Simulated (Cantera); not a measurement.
Input: 1 mol TiO₂, 41 mol Cl₂, 2.4 mol O₂, at 4.50e-5 bar.

Cantera equilibrium calculation (NASA polynomials, part measured and part estimated; ideal gas, pure solids and liquids). Candidate condensed phases: Ti, TiCl₂, TiCl₃, TiCl₄, TiO, TiO₂, Ti₂O₃, Ti₃O₅, Ti₄O₇; 15 gas species. Rates play no part. All values below are at 1673 K.

Base state: Cl 0.970, O₂ 0.0280, Cl₂ 0.00153, O 0.000834, ClO 2.19e-5, TiOCl₂ 1.15e-5 (mole fractions); condensed: TiO₂(rutile).

Question: What changes in the equilibrium state with this change: pressure from 4.50e-5 bar to 0.120 bar?

Answer: 
```
species              before    after
-----------------  --------  -------
Cl₂                 0.00153    0.565
Cl                    0.970    0.361
O₂                   0.0280   0.0592
TiCl₄               2.19e-7   0.0141
TiCl₃               4.02e-7  2.62e-5
O                  0.000834  2.35e-5
TiO₂(rutile), mol     0.999    0.247
```
